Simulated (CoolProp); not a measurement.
Model: reference Helmholtz-energy equation of state, Thol 2018, in CoolProp.

For hydrogen chloride, give the phase and the cv (kJ/(kg K)), speed of sound (m/s), fugacity coefficient at 305.3 K and 31.9 MPa; 346.1 K and 31.9 MPa; 386.9 K and 31.9 MPa.


- 305.3 K and 31.9 MPa: liquid; cv 0.867, speed of sound 764, fugacity coefficient 0.189
- 346.1 K and 31.9 MPa: supercritical; cv 0.829, speed of sound 616, fugacity coefficient 0.323
- 386.9 K and 31.9 MPa: supercritical; cv 0.797, speed of sound 498, fugacity coefficient 0.464
